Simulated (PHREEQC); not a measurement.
Dissolve 0.0088 mol TMAH, 6e-06 mol H4SiO4 and 8.2e-05 mol K2CO3 per kg of water at 58 °C. Closed to the air; pH follows from the charge balance.

Computed with PHREEQC (ion-association model, phreeqc.dat).

```csv
quantity,before,after
pH,10.96,10.67
H3SiO4- (mol/kgw),5.58e-6,5.58e-6
H4SiO4 (mol/kgw),1.46e-7,2.91e-7
SI of Quartz (SiO2),-3.29,-2.99
```

Question: Name the change that produced these shifts.
A. diluted 100-fold with water
B. H4SiO4 from 6e-06 to 9e-06 mol/kgw
C. K2CO3 left out
D. temperature from 58 to 65 °C
E. TMAH from 0.0088 to 0.0044 mol/kgw

Answer: E, TMAH from 0.0088 to 0.0044 mol/kgw

No solid was allowed to form. (CH3)4N+ isn't in the database: it is added as a free cation with an ion size of 4 Å. Constants without temperature data keep their 25 °C values here.
